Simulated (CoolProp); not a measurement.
Properties of tetradecamethylhexasiloxane (MD4M) at several states (Tc = 653.2 K, pc = 8.286 bar, ω = 0.800).

The numbers come from the reference Helmholtz-energy equation of state, Thol 2019 in CoolProp.

```csv
T (K),p (bar),phase,density (kg/m³),fugacity coefficient
607.8,0.977,gas,9.494,0.9381
233,0.505,liquid,950.2,8.529e-10
489.9,2.19,liquid,691.8,0.1573
510.8,0.366,gas,[?],[?]
252.1,0.199,liquid,[?],[?]
```

Task: Fill in the missing entries.

Result: 
- 510.8, density (kg/m³): 4.158
- 510.8, fugacity coefficient: 0.9533
- 252.1, density (kg/m³): 931.3
- 252.1, fugacity coefficient: 7.247e-8
